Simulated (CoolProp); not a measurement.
CH3F (R41) at 293.15 K and 1.74 MPa is throttled through a valve to 0.0679 MPa with no heat exchange. Each further row changes one setting.

Values from CoolProp's reference Helmholtz-energy equation of state, Lemmon 2006. It is a short technical equation, of lower accuracy than the large ones.

```csv
case,temperature change (K),final density (kg/m³)
as stated,-37.1,1.10
outlet pressure 0.0204 MPa,-38.5,0.329
outlet pressure 0.0883 MPa,-36.5,1.43
```
